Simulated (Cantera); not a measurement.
## Ignition delay

Mixture: 12.0 % CH4, 18.5 % O2, 69.5 % N2, at 3750 Torr, adiabatic and at constant pressure. Ignition delay is the time to a rise of 400 K.

Cantera simulation using GRI-Mech 3.0 (53 species, 325 reactions); the numbers are that mechanism's predictions, not measurements.

| T0 (K) | delay (ms) |
|---|---|
| 1225 | 8.33 |
| 1300 | 3.33 |
| 1375 | 1.41 |
| 1450 | 0.629 |
| 1525 | 0.294 |
| 1600 | 0.145 |
| 1675 | 0.0755 |
| 1750 | 0.0418 |
| 1825 | 0.0246 |
| 1900 | 0.0153 |

The apparent activation energy between 1750 and 1900 K is 180 kJ/mol.
